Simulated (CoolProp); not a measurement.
The fluid at 298.15 K and 0.426 MPa flows at 23 m/s in a round tube of 10 mm bore and 0.25 µm roughness, fully developed (64/Re and Nu = 3.66 if laminar; Colebrook and Gnielinski if turbulent). The same conditions are run with several fluids, on thermodynamics alone (safety and materials aside).

Computed with CoolProp (reference Helmholtz-energy equation of state of each fluid (R11: Jacobsen 1992; R123: Younglove 1994; methanol: de Reuck 1993; toluene: Lemmon 2006; R245fa: Akasaka 2015)).

```
fluid     Reynolds number  Darcy friction factor  pressure drop (Pa/m)  heat-transfer coefficient (W/(m² K))  mass flow (kg/h)
--------  ---------------  ---------------------  --------------------  ------------------------------------  ----------------
R11                     ?                 0.0126                493000                                 25500              9610
R123               803000                 0.0126                487000                                     ?              9530
methanol           332000                      ?                301000                                 34200                 ?
toluene            358000                 0.0143                326000                                 24300                 ?
R245fa             777000                 0.0126                     ?                                 30400              8710
```

Question: Complete the blanks.

Answer: 
- R11, Reynolds number: 782000
- R123, heat-transfer coefficient (W/(m² K)): 25900
- methanol, Darcy friction factor: 0.0145
- methanol, mass flow (kg/h): 5120
- toluene, mass flow (kg/h): 5610
- R245fa, pressure drop (Pa/m): 447000

Transport values come from each fluid's own correlations; those of R11, R245fa are estimates that may be off by 10 % or more.
